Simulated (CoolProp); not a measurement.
Vapour-liquid equilibrium of CHF3 (R23) (1) + C2F6 (R116) (2) at 8.66 bar; x and y are mole fractions of (1).

Model: multi-fluid Helmholtz-energy mixture model, Penoncello 2003 and Lemmon 2006; pair parameters Bell 2016, in CoolProp.

```csv
x,"bubble temperature, mixture model (°C)","bubble temperature, Raoult's law (°C)","y, mixture model","y, Raoult's law"
0.05,-29.5,-26.6,0.126,0.065
0.2,-35.6,-28.0,0.354,0.249
0.35,-38.3,-29.4,0.475,0.416
0.5,-39.5,-30.6,0.557,0.569
0.65,-39.7,-31.8,0.633,0.710
0.8,-38.9,-33.0,0.731,0.840
0.95,-36.2,-34.0,0.905,0.962
```

The largest gap from Raoult's law is -8.9 K in bubble temperature, at x = 0.35. y crosses x between x = 0.5 and 0.65: the model has an azeotrope there.

Pair parameters are fitted to limited data, so mixtures are less certain than the pure fluids.
